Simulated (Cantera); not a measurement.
Thermodynamics of metals in furnace atmospheres, feed Pb + CO2 + N2

Feed: 1 mol Pb, a varied amount of CO2, 38 mol N2, held at 898 K and 1.20 bar.

These are equilibrium values from Cantera (NASA tables, ideal gas, pure condensed phases), not measurements of a reactor. Candidate condensed phases: C, Pb, PbO, PbO2, Pb3O4; 27 gas species. Equilibrium is a limit: real reactors are often held back by kinetics, nucleation or transport.

```tsv
n(CO2) (mol)	log p N2	log p CO2	log p CO	log p Pb	log p PbO	n Pb(l)	n PbO(yellow)
0.063	0.08	-2.70	-7.07	-5.89	-8.16	1.000	0
0.11	0.08	-2.46	-6.83	-5.89	-8.16	1.000	0
0.2	0.08	-2.20	-6.57	-5.89	-8.16	1.000	0
0.36	0.08	-1.95	-6.32	-5.89	-8.16	1.000	0
0.64	0.07	-1.70	-6.07	-5.89	-8.16	1.000	0
1.1	0.07	-1.47	-5.84	-5.89	-8.16	1.000	0
2	0.06	-1.22	-5.59	-5.89	-8.16	1.000	0
3.6	0.04	-0.98	-5.35	-5.89	-8.16	1.000	0.000153
6.5	0.01	-0.76	-5.13	-5.89	-8.16	1.000	0.000276
```
log p: log10 of the partial pressure in bar; n: condensed amount in mol.

From 0.063 mol CO2 to 2 mol CO2 the condensed part is Pb(l). From 3.6 mol CO2 to 6.5 mol CO2 the condensed part is Pb(l) + PbO(yellow). The main Pb-bearing gas is Pb throughout.
